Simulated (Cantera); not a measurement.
**Thermodynamics of roasting and sulfation, feed FeS₂ + SO₃ + O₂**

A closed system holds: 1 mol FeS₂, 0.051 mol SO₃, 2.6 mol O₂, equilibrated at 10.0 mbar.

Method: chemical equilibrium by Gibbs-energy minimisation in Cantera with the NASA 1993 tables (ideal gas, pure condensed phases). Candidate condensed phases: Fe, FeO, FeS, FeSO₄, FeS₂, Fe₂O₃, Fe₂(SO₄)₃, Fe₃O₄, S; 12 gas species. Mutual solubility and eutectic melting of coexisting phases are not modelled. The tables' stoichiometric FeO is somewhat more stable than real wüstite, so its field is too wide. FeO: taken at fixed stoichiometry. Gases not in the tables: S₃ to S₇. Equilibrium is a limit: real reactors are often held back by kinetics, nucleation or transport.

```json
[
 {"T (K)": "750", "log p SO₂": "-2.00", "log p S₂": "-4.39", "log p SO": "-8.40", "log p S₂O": "-5.46", "n FeS₂(s)": "0.00879", "n Fe₃O₄(s)": "0.330", "n FeO(s)": "0", "n FeO(l)": "0"},
 {"T (K)": "850", "log p SO₂": "-2.00", "log p S₂": "-4.01", "log p SO": "-7.31", "log p S₂O": "-5.21", "n FeS₂(s)": "0", "n Fe₃O₄(s)": "0.333", "n FeO(s)": "0", "n FeO(l)": "0"},
 {"T (K)": "950", "log p SO₂": "-2.00", "log p S₂": "-4.01", "log p SO": "-6.52", "log p S₂O": "-5.24", "n FeS₂(s)": "0", "n Fe₃O₄(s)": "0.333", "n FeO(s)": "0", "n FeO(l)": "0"},
 {"T (K)": "1050", "log p SO₂": "-2.00", "log p S₂": "-4.01", "log p SO": "-5.88", "log p S₂O": "-5.26", "n FeS₂(s)": "0", "n Fe₃O₄(s)": "0.333", "n FeO(s)": "0", "n FeO(l)": "0"},
 {"T (K)": "1150", "log p SO₂": "-2.00", "log p S₂": "-4.02", "log p SO": "-5.36", "log p S₂O": "-5.28", "n FeS₂(s)": "0", "n Fe₃O₄(s)": "0.333", "n FeO(s)": "0", "n FeO(l)": "0"},
 {"T (K)": "1250", "log p SO₂": "-2.00", "log p S₂": "-4.02", "log p SO": "-4.92", "log p S₂O": "-5.30", "n FeS₂(s)": "0", "n Fe₃O₄(s)": "0.333", "n FeO(s)": "0", "n FeO(l)": "0"},
 {"T (K)": "1350", "log p SO₂": "-2.01", "log p S₂": "-4.04", "log p SO": "-4.55", "log p S₂O": "-5.32", "n FeS₂(s)": "0", "n Fe₃O₄(s)": "0.333", "n FeO(s)": "0", "n FeO(l)": "0"},
 {"T (K)": "1450", "log p SO₂": "-2.00", "log p S₂": "-5.00", "log p SO": "-4.46", "log p S₂O": "-6.05", "n FeS₂(s)": "0", "n Fe₃O₄(s)": "0.267", "n FeO(s)": "0.199", "n FeO(l)": "0"},
 {"T (K)": "1550", "log p SO₂": "-2.00", "log p S₂": "-5.97", "log p SO": "-4.42", "log p S₂O": "-6.79", "n FeS₂(s)": "0", "n Fe₃O₄(s)": "0.260", "n FeO(s)": "0.221", "n FeO(l)": "0"},
 {"T (K)": "1650", "log p SO₂": "-2.00", "log p S₂": "-6.84", "log p SO": "-4.39", "log p S₂O": "-7.44", "n FeS₂(s)": "0", "n Fe₃O₄(s)": "0.259", "n FeO(s)": "0", "n FeO(l)": "0.222"}
]
```
log p: log10 of the partial pressure in bar; n: condensed amount in mol.

At 750 K the condensed part is FeS₂(s) + Fe₃O₄(s). From 850 K to 1350 K the condensed part is Fe₃O₄(s). From 1450 K to 1550 K the condensed part is FeO(s) + Fe₃O₄(s). At 1650 K the condensed part is FeO(l) + Fe₃O₄(s).
